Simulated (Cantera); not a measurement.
An isothermal, constant-pressure homogeneous reactor starts with CH4 : N2 = 1 : 13 (molar parts), at 1025 K and 10.00 Torr. Integrator tolerance rtol = 1e-08.

Detailed kinetics in Cantera: GRI-Mech 3.0 (53 species, 325 reactions). GRI-Mech 3.0 stops at C3 and has no aromatics, soot or wall deposition, so with more carbon than oxygen in the feed, carbon stays in small species such as C2H2 where larger ones or solid carbon would form. Radical loss at walls, strong at low pressure, is not modelled.

Problem. What does this change do: temperature 1025 to 1425 K?

Solution. 
| quantity | before | after |
|---|---|---|
| x(CH4) at 3.00 s | 0.0714 (gas-phase equilibrium 0.0270) | 0.0675 (gas-phase equilibrium 8.76e-5) |
| x(C2H) at 3.00 s | <1e-12 (gas-phase equilibrium <1e-12) | 1.29e-10 (gas-phase equilibrium 2.39e-9) |
| x(CH3) at 3.00 s | 9.84e-10 (gas-phase equilibrium 7.33e-8) | 0.000159 (gas-phase equilibrium 3.31e-7) |
| x(C2H4) at 3.00 s | <1e-12 (gas-phase equilibrium 0.00186) | 0.00103 (gas-phase equilibrium 9.11e-6) |
| x(C2H6) at 3.00 s | <1e-12 (gas-phase equilibrium 2.64e-6) | 4.05e-5 (gas-phase equilibrium 1.91e-10) |
| x(H2) at 3.00 s | 4.92e-10 (gas-phase equilibrium 0.0605) | 0.00435 (gas-phase equilibrium 0.0999) |

Problem. What does this change do: temperature 1025 to 1523 K?

Solution. 
| quantity | before | after |
|---|---|---|
| x(CH4) at 3.00 s | 0.0714 (gas-phase equilibrium 0.0270) | 0.0382 (gas-phase equilibrium 2.80e-5) |
| x(C2H) at 3.00 s | <1e-12 (gas-phase equilibrium <1e-12) | 1.10e-8 (gas-phase equilibrium 1.39e-8) |
| x(CH3) at 3.00 s | 9.84e-10 (gas-phase equilibrium 7.33e-8) | 0.000256 (gas-phase equilibrium 3.62e-7) |
| x(C2H4) at 3.00 s | <1e-12 (gas-phase equilibrium 0.00186) | 0.000634 (gas-phase equilibrium 3.01e-6) |
| x(C2H6) at 3.00 s | <1e-12 (gas-phase equilibrium 2.64e-6) | 1.23e-5 (gas-phase equilibrium 2.92e-11) |
| x(H2) at 3.00 s | 4.92e-10 (gas-phase equilibrium 0.0605) | 0.0456 (gas-phase equilibrium 0.0999) |
